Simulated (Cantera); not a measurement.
Hydrogen reduction and annealing atmospheres: Nb₂O₅ + H₂

Input: 1 mol Nb₂O₅, a varied amount of H₂, equilibrated at 1.33 mbar.

Cantera equilibrium calculation (NASA polynomials, part measured and part estimated; ideal gas, pure solids and liquids). Candidate condensed phases: H₂O, Nb, NbO, NbO₂, Nb₂O₅; 12 gas species. Mutual solubility and eutectic melting of coexisting phases are not modelled. NbO: taken at fixed stoichiometry. Condensed phases not in the tables: the oxides between NbO₂ and Nb₂O₅. Rates play no part.

### Question
Map the stable condensed phases over T = 850, 925, 1000, 1075, 1150, 1225, 1300, 1375, 1450, 1525, 1600 K and n(H₂) in mol = 47, 180, 310, 450, 580, 720, 850, 980, 1100.

### Answer
```
T in K \ n(H₂) in mol
           47  180  310  450  580  720  850  980 1100
   1600     A    A    A    B    B    B    B    B    B
   1525     A    A    A    A    A    B    B    B    B
   1450     A    A    A    A    A    A    A    B    B
   1375     A    A    A    A    A    A    A    A    A
   1300     A    A    A    A    A    A    A    A    A
   1225     A    A    A    A    A    A    A    A    A
   1150     C    A    A    A    A    A    A    A    A
   1075     C    A    A    A    A    A    A    A    A
   1000     C    C    A    A    A    A    A    A    A
    925     C    C    C    A    A    A    A    A    A
    850     C    C    C    C    C    A    A    A    A
```
A: NbO₂; B: NbO + NbO₂; C: NbO₂ + Nb₂O₅.
